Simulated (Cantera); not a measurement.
Charge: 1 mol SiH2Cl2, 21 mol NO, 7 mol N2, at 7.50 mbar.

Cantera equilibrium calculation (NASA polynomials, part measured and part estimated; ideal gas, pure solids and liquids). Candidate condensed phases: H2O, NH4Cl, Si, SiO2, Si2N2O, Si3N4; 47 gas species. The tables hold silica as quartz up to 1696 K and as liquid above; real silica turns to tridymite and cristobalite and melts near 1996 K. Rates play no part.

x: gas mole fraction; n: condensed amount in mol.

| T (K) | x N2 | x O2 | x HCl | x Cl | x H2O | x Cl2 | x NO | n SiO2(β-quartz) |
|---|---|---|---|---|---|---|---|---|
| 1073 | 0.605 | 0.325 | 0.0571 | 0.000927 | 0.00603 | 0.00557 | 7.21e-5 | 1.00 |
| 1173 | 0.604 | 0.325 | 0.0587 | 0.00255 | 0.00517 | 0.00390 | 0.000173 | 1.00 |
| 1273 | 0.603 | 0.325 | 0.0586 | [?] | 0.00516 | [?] | [?] | 1.00 |
| 1373 | 0.602 | 0.324 | 0.0568 | 0.00950 | 0.00603 | 0.00128 | 0.000674 | 1.00 |
| 1473 | 0.601 | 0.322 | 0.0534 | 0.0140 | 0.00762 | 0.000627 | 0.00116 | 1.00 |
| 1573 | 0.600 | 0.320 | [?] | [?] | [?] | [?] | [?] | 1.00 |
| 1673 | 0.598 | 0.318 | 0.0444 | 0.0238 | 0.0119 | 0.000154 | 0.00280 | 1.000 |

### Question
Complete the blanks.

### Answer

- 1573, x HCl: 0.0492
- 1573, x Cl: 0.0189
- 1573, x H2O: 0.00966
- 1573, x Cl2: 0.000306
- 1573, x NO: 0.00185
- 1273, x Cl: 0.00550
- 1273, x Cl2: 0.00241
- 1273, x NO: 0.000360
